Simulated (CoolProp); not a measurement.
Vapour-liquid equilibrium of R152A (1) + R113 (2) at 0.224 MPa; x and y are mole fractions of (1).

Model: multi-fluid Helmholtz-energy mixture model, Outcalt 1996 and Marx 1992; pair parameters Bell 2016, in CoolProp.

Task: Give the bubble temperature and the first vapour's composition at x = 0.35, 0.65, 0.875. Is there an azeotrope?

Result: x = 0.35: 284.4 K, y = 0.910; x = 0.65: 275.5 K, y = 0.954; x = 0.875: 271.3 K, y = 0.979. No azeotrope shows between x = 0.05 and 0.95.

Pair parameters are fitted to limited data, so mixtures are less certain than the pure fluids.
